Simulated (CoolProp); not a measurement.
A Linde-Hampson liquefier for oxygen: isothermal reversible compression at 200 K from 1 atm to 5 MPa, throttling to 1 atm, return gas leaving the recuperator 2 K below the feed. Each further row changes one setting.

Model: reference Helmholtz-energy equation of state, Schmidt 1985, in CoolProp.

```csv
case,liquid yield per pass,compression work (kJ/kg of gas)
as stated,0.082,195
high pressure 10 MPa,(withheld),223
warm-end temperature 230 K,(withheld),(withheld)
warm-end gap 7 K,(withheld),195
```

Task: Complete the blanks.

Result: 
- high pressure 10 MPa, liquid yield per pass: 0.191
- warm-end temperature 230 K, liquid yield per pass: 0.054
- warm-end temperature 230 K, compression work (kJ/kg of gas): 228
- warm-end gap 7 K, liquid yield per pass: 0.069
